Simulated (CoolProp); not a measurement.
The numbers come from the reference Helmholtz-energy equation of state, Lemmon 2006 in CoolProp. It is a short technical equation, of lower accuracy than the large ones.

Question: For carbonyl sulfide, give the phase and the cv (kJ/(kg K)) at 86.65 °C and 0.0829 MPa; 203.95 °C and 10.7 MPa; -106.35 °C and 0.0134 MPa.

Answer: 
- 86.65 °C and 0.0829 MPa: gas; cv 0.601
- 203.95 °C and 10.7 MPa: supercritical; cv 0.730
- -106.35 °C and 0.0134 MPa: liquid; cv 0.753
